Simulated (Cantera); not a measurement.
Input: 1 mol HF, a varied amount of H2O, 0.11 mol H2, held at 2873 K and 33.0 Pa.

Cantera equilibrium calculation (NASA polynomials, part measured and part estimated; ideal gas, pure solids and liquids). Candidate condensed phases: H2O; 22 gas species. The numbers say what is thermodynamically allowed, not how fast it happens.

x: gas mole fraction; nothing condenses.

```
n(H2O) (mol)    x H    x HF     x O     x F     x H2
------------  -----  ------  ------  ------  -------
0.14          0.401   0.371  0.0710   0.151  0.00480
0.24          0.430   0.330   0.106   0.125  0.00553
0.41          0.468   0.277   0.147  0.0964  0.00655
0.71          0.511       ?       ?       ?        ?
1.2           0.550       ?       ?       ?        ?
2.1           0.584   0.103   0.261  0.0288   0.0102
3.6           0.608  0.0661   0.283  0.0177   0.0111
```

Complete the blanks.


- 0.71, x HF: 0.214
- 0.71, x O: 0.191
- 0.71, x F: 0.0683
- 0.71, x H2: 0.00781
- 1.2, x HF: 0.156
- 1.2, x O: 0.229
- 1.2, x F: 0.0461
- 1.2, x H2: 0.00904
